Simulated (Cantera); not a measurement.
A Cantera script and what it prints.

```python
import numpy as np
import cantera as ct

gas_names = """
    F F2 N NF NF2 NF3 N2 Si SiF SiF2 SiF3 SiF4 SiN Si2 Si2N Si3
""".split()
cond_names = """
    Si(cr) Si(L) Si3N4(a)
""".split()


# ... load() reads the species with a 1 bar reference pressure and builds the phases ...
atoms = {
    'Si': {'Si': 1},
    'F2': {'F': 2},
    'N2': {'N': 2},
}
top_T = {'Si3N4(a)': 2400}  # K; cautious upper limits of use, not melting points


# ... equilibrate(T, P, feed) seeds the gas with the atoms and calls Mixture.equilibrate('TP', solver="vcs", rtol=1e-11, max_steps=5000) ...
results = []
feed = {'Si': 1, 'F2': 0.88, 'N2': 7.2}  # mol
T = 1398  # K
P = 1000  # Pa
mix = equilibrate(T, P, feed)
results.append((T, P, feed, dict(zip(mix.species_names, mix.species_moles))))
x = sorted(zip(gas.X, gas.species_names), reverse=True)
print(f"T = {T:g} K  P = {P:g} Pa  gas = {mix.phase_moles(0):.4g} mol")
print("   x: " + "  ".join(f"{s} {v:.3e}" for v, s in x if v > 1e-05))
print("   condensed (mol): " + ("  ".join(f"{mix.phase(i).name} {mix.phase_moles(i):.4g}"
      for i in range(1, mix.n_phases) if mix.phase_moles(i) > 1e-12) or "none"))
```

Output:

```
T = 1398 K  P = 1000 Pa  gas = 7.282 mol
   x: N2 9.383e-01  SiF4 5.688e-02  SiF3 4.553e-03  SiF2 2.513e-04
   condensed (mol): Si3N4(a) 0.1836
```

Method: chemical equilibrium by Gibbs-energy minimisation in Cantera with the NASA 1993 tables (ideal gas, pure condensed phases). N2 is the only nitrogen source here; it is nearly inert below about 1500 K, so the nitride shown seldom forms there in practice. The tables' values for SiF3, SiF2 are old estimates; treat these amounts as uncertain.
